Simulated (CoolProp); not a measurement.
Vapour-liquid equilibrium of propane (1) + isobutene (2) at 342.3 K; x and y are mole fractions of (1).

Model: multi-fluid Helmholtz-energy mixture model, Lemmon 2009 and Lemmon 2005; pair parameters Bell 2016, in CoolProp.

```csv
x,bubble pressure (MPa),y at the bubble point,dew pressure at overall composition x (MPa),liquid density (mol/L)
0.05,1.057,0.113,1.005,9.395
0.125,1.184,0.246,1.068,9.398
0.2,1.302,0.351,1.138,9.400
0.275,1.413,0.439,1.215,9.403
0.35,1.522,…,…,9.405
0.425,1.629,0.586,1.394,9.405
0.5,1.736,0.650,1.498,9.404
0.575,1.846,0.709,1.612,9.400
0.65,1.958,0.766,1.737,9.390
0.725,2.073,0.820,…,9.374
0.8,2.194,0.872,2.029,9.349
0.875,2.320,0.922,2.201,9.311
0.95,2.452,0.969,2.397,9.255
```

Task: Some entries are withheld; supply them.

Result: 
- 0.35, y at the bubble point: 0.516
- 0.35, dew pressure at overall composition x (MPa): 1.300
- 0.725, dew pressure at overall composition x (MPa): 1.876

No azeotrope shows between x = 0.05 and 0.95.

Pair parameters are fitted to limited data, so mixtures are less certain than the pure fluids. The gap from Raoult's law changes sign with composition, which may be real or a fault of the pair parameters; it wasn't checked against measurements.
